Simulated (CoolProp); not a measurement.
Values from CoolProp's reference Helmholtz-energy equation of state, Lemmon 2006. It is a short technical equation, of lower accuracy than the large ones.

Task: For nitrous oxide, give the phase and the speed of sound (m/s) at -67.35 °C and 1.01 bar; -14.55 °C and 1.01 bar; 91.15 °C and 1.01 bar.

Result: 
- -67.35 °C and 1.01 bar: gas; speed of sound 225
- -14.55 °C and 1.01 bar: gas; speed of sound 250
- 91.15 °C and 1.01 bar: gas; speed of sound 293
